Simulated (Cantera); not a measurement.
## Adiabatic ignition

An adiabatic, constant-pressure homogeneous reactor starts with CH4 : O2 : N2 : H2O = 1 : 0.952 : 3.58 : 0.46 (molar parts), equivalence ratio 2.1, at 1498 K and 5.00 bar.

Detailed kinetics in Cantera: GRI-Mech 3.0 (53 species, 325 reactions).

```
t (s)     T (K)     x CH4     x O2   x H2O    x CH2O      x H      x H2
--------  -----  --------  -------  ------  --------  -------  --------
4.00e-6    1498     0.167    0.159  0.0768   2.45e-7  1.43e-8   8.00e-7
1.02e-5    1498     0.167    0.159  0.0768   2.10e-6  2.23e-8   2.67e-6
2.62e-5    1498     0.167    0.159  0.0768   1.91e-5  4.84e-8   1.19e-5
6.69e-5    1499     0.166    0.159  0.0770  0.000127  1.04e-7   6.43e-5
0.000171   1502     0.165    0.158  0.0778  0.000532  2.44e-7  0.000347
0.000437   1541     0.154    0.151  0.0854   0.00223  2.12e-6   0.00383
0.00112    2411   2.79e-7  2.82e-6   0.172   4.43e-8  0.00313     0.174
0.00286    2411  4.42e-10  2.85e-6   0.172   4.25e-8  0.00315     0.174
0.00732    2411  4.35e-10  2.87e-6   0.172   4.25e-8  0.00315     0.174
0.0187     2411  4.33e-10  2.87e-6   0.172   4.24e-8  0.00316     0.174
0.0478     2411  4.33e-10  2.87e-6   0.172   4.24e-8  0.00316     0.174
0.122      2411  4.33e-10  2.87e-6   0.172   4.24e-8  0.00316     0.174
0.313      2411  4.33e-10  2.87e-6   0.172   4.24e-8  0.00316     0.174
0.800      2411  4.33e-10  2.87e-6   0.172   4.24e-8  0.00316     0.174
```
x: mole fraction; the columns are a selection and need not sum to one.

```yaml
time_of_steepest_temperature_rise: 0.608 ms
temperature at 0.800 s: 2411 K
equilibrium_temperature: 2411 K
x(CH4) at 0.800 s: 4.33e-10 (gas-phase equilibrium 4.90e-10)
x(O2) at 0.800 s: 2.87e-6 (gas-phase equilibrium 2.87e-6)
x(H2O) at 0.800 s: 0.172 (gas-phase equilibrium 0.172)
```
